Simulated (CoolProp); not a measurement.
Vapour-liquid equilibrium of n-perfluorobutane (1) + R365MFC (2) at 64.3 kPa; x and y are mole fractions of (1).

Computed with CoolProp (multi-fluid Helmholtz-energy mixture model, Gao 2022 and Lemmon 2016; pair parameters Bell 2016).

Question: Give the bubble temperature and the first vapour's composition at x = 0.125, 0.35, 0.575. Is there an azeotrope?

Answer: x = 0.125: 271.9 K, y = 0.749; x = 0.35: 264.4 K, y = 0.845; x = 0.575: 263.1 K, y = 0.863. No azeotrope shows between x = 0.05 and 0.95.

Pair parameters are fitted to limited data, so mixtures are less certain than the pure fluids. With so large a gap from Raoult's law the liquid may split in two, which this calculation doesn't test in full.
